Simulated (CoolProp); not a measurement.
The numbers come from the reference Helmholtz-energy equation of state, Zhou 2011 in CoolProp.

For dimethyl carbonate, give the phase and the density (kg/m³), cv (kJ/(kg K)) at 305.7 K and 0.0911 MPa; 375.6 K and 0.134 MPa.


- 305.7 K and 0.0911 MPa: liquid; density 1050, cv 1.35
- 375.6 K and 0.134 MPa: gas; density 4.00, cv 1.30
